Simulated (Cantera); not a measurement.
A perfectly stirred reactor is fed with CO : O2 : H2O : N2 = 0.028 : 0.024 : 0.00032 : 1 (molar parts), equivalence ratio 0.58, at 0.130 bar; it is held at 1198 K, and followed from long to short residence time.

Computed with Cantera and GRI-Mech 3.0 (53 species, 325 reactions).

Problem. What does this change do: temperature 1198 to 1450 K?

Solution. 
```
quantity                 before     after
---------------------  --------  --------
x(CO) at τ = 8.30 s    0.000799   0.00120
x(O2) at τ = 8.30 s     0.00994    0.0100
x(H2O) at τ = 8.30 s   0.000285  0.000261
x(OH) at τ = 8.30 s     1.82e-5   4.97e-5
x(NO) at τ = 8.30 s     2.06e-6   2.02e-5
x(CO) at τ = 0.200 s    0.00897   0.00924
x(O2) at τ = 0.200 s     0.0131    0.0123
x(H2O) at τ = 0.200 s  0.000114   5.10e-5
x(OH) at τ = 0.200 s    3.28e-5   6.83e-5
x(NO) at τ = 0.200 s    3.23e-6   1.33e-5
```
